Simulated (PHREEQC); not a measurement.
Buffer (model solution)

A solution holds 0.0041 mol KH2PO4, 0.059 mol NaF and 0.0036 mol NaCl per kg of water, at 25 °C. Closed to the air; pH follows from the charge balance.

The numbers come from PHREEQC with the ion-association model, wateq4f.dat.

```
Quantity                Result
--------------  --------------
pH                        5.62
ionic strength  0.0656 mol/kgw
```

```csv
species,molality,activity,log γ
Na+,0.0613,0.0495,-0.093
F-,0.0575,0.0456,-0.101
K+,0.00410,0.00326,-0.100
H2PO4-,0.00390,0.00317,-0.090
Cl-,0.00360,0.00286,-0.100
NaF,0.00128,0.00130,0.007
HPO4-2,0.000191,8.20e-5,-0.368
HF,0.000161,0.000164,0.007
HF2-,3.62e-5,2.87e-5,-0.101
NaHPO4-,9.74e-6,7.92e-6,-0.090
H+,2.85e-6,2.40e-6,-0.074
H3PO4,1.10e-6,1.12e-6,0.007
KHPO4-,6.41e-7,5.21e-7,-0.090
H2F2,6.90e-8,7.00e-8,0.007
OH-,5.25e-9,4.16e-9,-0.101
```

Precipitation was switched off in this run. H3PO4, which wateq4f.dat lacks, is added to it with the constant of phreeqc.dat.
